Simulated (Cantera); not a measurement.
Input (Python, Cantera) and output of one run.

```python
import numpy as np
import cantera as ct

gas_names = """
    Fe FeO N NO NO2 NO3 N2 N2O O O2 O3 S SN SO SO2 SO3 S2 S2O S8
""".split()
cond_names = """
    Fe(a) Fe(c) Fe(d) Fe(L) FeO(s) FeO(L) FeS(a) FeS(b) FeS(c) FeS(L) FeSO4(s) FeS2(s) Fe2O3(s)
    Fe2S3O12(s) Fe3O4(s) S(cr1) S(cr2) S(L)
""".split()


# ... load() reads the species with a 1 bar reference pressure and builds the phases ...
atoms = {
    'FeS': {'Fe': 1, 'S': 1},
    'O2': {'O': 2},
    'N2': {'N': 2},
}
top_T = {'FeSO4(s)': 950, 'FeS2(s)': 1010, 'Fe2O3(s)': 1830, 'Fe2S3O12(s)': 1100, 'Fe3O4(s)': 1870}  # K; cautious upper limits of use, not melting points


# ... equilibrate(T, P, feed) seeds the gas with the atoms and calls Mixture.equilibrate('TP', solver="vcs", rtol=1e-11, max_steps=5000) ...
results = []
feed = {'FeS': 1, 'O2': 1.1, 'N2': 2.4}  # mol
P = 4700  # Pa
for T in [1198, 1248, 1298, 1348, 1398, 1448, 1498, 1548, 1598, 1648, 1698, 1748, 1798]:
    mix = equilibrate(T, P, feed)
    results.append((T, P, feed, dict(zip(mix.species_names, mix.species_moles))))

top = {s: max(r[3][s] / sum(r[3][g] for g in gas_names) for r in results) for s in gas_names}
cols = sorted((s for s in top if top[s] > 0.0001), key=lambda s: -top[s])[:8]
seen = [c for c in cond_names if any(r[3].get(c, 0) > 1e-12 for r in results)]
print("log10 of partial pressures in bar; condensed amounts in mol")
print(f"{'T/K':>10s}" + "".join(f"{s[:9]:>10s}" for s in cols + seen))
for T, P, feed, n in results:
    ng = sum(n[g] for g in gas_names)
    print(f"{T:10.4g}" + "".join(f"{np.log10(max(n[s] / ng * P / 1e5, 1e-99)):10.3f}" for s in cols)
          + "".join(f"{n.get(c, 0):10.4g}" for c in seen))
```

Result:

```
log10 of partial pressures in bar; condensed amounts in mol
       T/K        N2       SO2        S2        SO       S2O         S    FeO(s)    FeO(L)    FeS(c)  Fe3O4(s)
      1198    -1.436    -2.044    -2.903    -4.879    -4.467    -7.745         0         0    0.2395    0.2535
      1248    -1.436    -2.052    -2.840    -4.656    -4.431    -7.335         0         0    0.2238    0.2587
      1298    -1.450    -2.026    -2.696    -4.410    -4.315    -6.914    0.9192         0   0.08082         0
      1348    -1.452    -2.049    -2.578    -4.211    -4.244    -6.531    0.9782         0   0.02176         0
      1398    -1.453    -2.059    -2.542    -4.039    -4.227    -6.213         1         0         0         0
      1448    -1.453    -2.060    -2.544    -3.883    -4.234    -5.934         1         0         0         0
      1498    -1.453    -2.061    -2.546    -3.738    -4.241    -5.673         1         0         0         0
      1548    -1.453    -2.063    -2.549    -3.603    -4.248    -5.430         1         0         0         0
      1598    -1.454    -2.065    -2.552    -3.478    -4.256    -5.203         1         0         0         0
      1648    -1.454    -2.068    -2.557    -3.360    -4.265    -4.989         1         0         0         0
      1698    -1.454    -2.072    -2.562    -3.250    -4.275    -4.789         0         1         0         0
      1748    -1.455    -2.076    -2.569    -3.147    -4.286    -4.602         0    0.9999         0         0
      1798    -1.455    -2.081    -2.578    -3.051    -4.298    -4.425         0    0.9997         0         0
```

These are equilibrium values from Cantera (NASA tables, ideal gas, pure condensed phases), not measurements of a reactor. Metal and sulfide melt together well below either melting point, which pure phases cannot show. Mutual solubility and eutectic melting of coexisting phases are not modelled. The tables' stoichiometric FeO is somewhat more stable than real wüstite, so its field is too wide. FeO, FeS: taken at fixed stoichiometry. Gases not in the tables: S3 to S7.
